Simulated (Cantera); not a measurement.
**Equilibrium for boron, boron nitride and boron oxide: BF3 + H2O + H2**

Feed: 1 mol BF3, 12 mol H2O, 46 mol H2, held at 0.0500 bar.

Cantera equilibrium calculation (NASA polynomials, part measured and part estimated; ideal gas, pure solids and liquids). Candidate condensed phases: B, B2O3, B3O3H3, H2O; 43 gas species. Gases not in the tables: H3BO3. Equilibrium is a limit: real reactors are often held back by kinetics, nucleation or transport.

From 1075 K to 1275 K the condensed part is B2O3(l). From 1375 K to 2375 K nothing is condensed.

```json
[
 {"T (K)": "1075", "log p H2": "-1.41", "log p H2O": "-2.05", "log p H": "-8.54", "log p HF": "-2.65", "log p HBO2": "-4.97", "log p BOF": "-4.99", "n B2O3(l)": "0.389"},
 {"T (K)": "1175", "log p H2": "-1.41", "log p H2O": "-2.05", "log p H": "-7.62", "log p HF": "-2.64", "log p HBO2": "-4.26", "log p BOF": "-4.30", "n B2O3(l)": "0.378"},
 {"T (K)": "1275", "log p H2": "-1.41", "log p H2O": "-2.06", "log p H": "-6.84", "log p HF": "-2.65", "log p HBO2": "-3.67", "log p BOF": "-3.74", "n B2O3(l)": "0.231"},
 {"T (K)": "1375", "log p H2": "-1.42", "log p H2O": "-2.06", "log p H": "-6.17", "log p HF": "-2.67", "log p HBO2": "-3.33", "log p BOF": "-3.45", "n B2O3(l)": "0"},
 {"T (K)": "1475", "log p H2": "-1.42", "log p H2O": "-2.06", "log p H": "-5.60", "log p HF": "-2.67", "log p HBO2": "-3.32", "log p BOF": "-3.46", "n B2O3(l)": "0"},
 {"T (K)": "1575", "log p H2": "-1.42", "log p H2O": "-2.06", "log p H": "-5.09", "log p HF": "-2.67", "log p HBO2": "-3.31", "log p BOF": "-3.47", "n B2O3(l)": "0"},
 {"T (K)": "1675", "log p H2": "-1.42", "log p H2O": "-2.06", "log p H": "-4.64", "log p HF": "-2.66", "log p HBO2": "-3.31", "log p BOF": "-3.48", "n B2O3(l)": "0"},
 {"T (K)": "1775", "log p H2": "-1.42", "log p H2O": "-2.06", "log p H": "-4.25", "log p HF": "-2.66", "log p HBO2": "-3.30", "log p BOF": "-3.49", "n B2O3(l)": "0"},
 {"T (K)": "1875", "log p H2": "-1.42", "log p H2O": "-2.06", "log p H": "-3.89", "log p HF": "-2.66", "log p HBO2": "-3.30", "log p BOF": "-3.49", "n B2O3(l)": "0"},
 {"T (K)": "1975", "log p H2": "-1.42", "log p H2O": "-2.06", "log p H": "-3.57", "log p HF": "-2.66", "log p HBO2": "-3.30", "log p BOF": "-3.50", "n B2O3(l)": "0"},
 {"T (K)": "2075", "log p H2": "-1.42", "log p H2O": "-2.07", "log p H": "-3.29", "log p HF": "-2.66", "log p HBO2": "-3.30", "log p BOF": "-3.51", "n B2O3(l)": "0"},
 {"T (K)": "2175", "log p H2": "-1.43", "log p H2O": "-2.07", "log p H": "-3.02", "log p HF": "-2.66", "log p HBO2": "-3.31", "log p BOF": "-3.53", "n B2O3(l)": "0"},
 {"T (K)": "2275", "log p H2": "-1.43", "log p H2O": "-2.07", "log p H": "-2.79", "log p HF": "-2.66", "log p HBO2": "-3.32", "log p BOF": "-3.54", "n B2O3(l)": "0"},
 {"T (K)": "2375", "log p H2": "-1.44", "log p H2O": "-2.08", "log p H": "-2.57", "log p HF": "-2.67", "log p HBO2": "-3.34", "log p BOF": "-3.56", "n B2O3(l)": "0"}
]
```
log p: log10 of the partial pressure in bar; n: condensed amount in mol.
